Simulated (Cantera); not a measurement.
A counterflow diffusion flame at 1.00 bar, nozzles 20 mm apart: fuel side CH₄ : CO = 1 : 0.1 (molar parts) at 300 K, oxidiser side O₂ : N₂ = 0.2 : 0.8 (molar parts) at 600 K, fuel mass flux 1.2 times the oxidiser's; mixture-averaged transport, no radiation.

Cantera simulation using GRI-Mech 3.0 (53 species, 325 reactions); the numbers are that mechanism's predictions, not measurements. GRI-Mech 3.0 has no aromatics or soot, which form on the fuel side of real flames. The maximum strain rate includes the flame's own expansion and is several times the mean.

x: mole fraction; the columns are a selection and need not sum to one.

| oxidiser flux (kg/m²/s) | max strain (1/s) | mean strain (1/s) | T max (K) | peak x OH | peak x H | peak x NO | peak x CO | peak x C₂H₂ |
|---|---|---|---|---|---|---|---|---|
| 0.25 | 209 | 43.5 | 2114 | 0.00790 | 0.00427 | [?] | 0.0917 | 0.0123 |
| 0.34 | 275 | 59.1 | 2100 | 0.00786 | 0.00445 | 0.000248 | 0.0918 | 0.0116 |
| 0.48 | 376 | 83.5 | 2085 | 0.00779 | 0.00465 | [?] | 0.0918 | 0.0108 |
| 0.66 | 505 | 115 | 2071 | 0.00770 | 0.00481 | [?] | 0.0917 | 0.0101 |
| 0.9 | 673 | 157 | 2055 | 0.00754 | 0.00495 | [?] | 0.0918 | 0.00935 |
| 1.2 | 880 | 209 | 2038 | 0.00732 | 0.00502 | [?] | 0.0919 | 0.00860 |
| 1.7 | 1220 | 296 | 2010 | 0.00690 | 0.00498 | [?] | 0.0918 | 0.00743 |

Q: Fill in the missing entries.

A: 
- 0.25, peak x NO: 0.000269
- 0.48, peak x NO: 0.000222
- 0.66, peak x NO: 0.000196
- 0.9, peak x NO: 0.000168
- 1.2, peak x NO: 0.000140
- 1.7, peak x NO: 0.000104
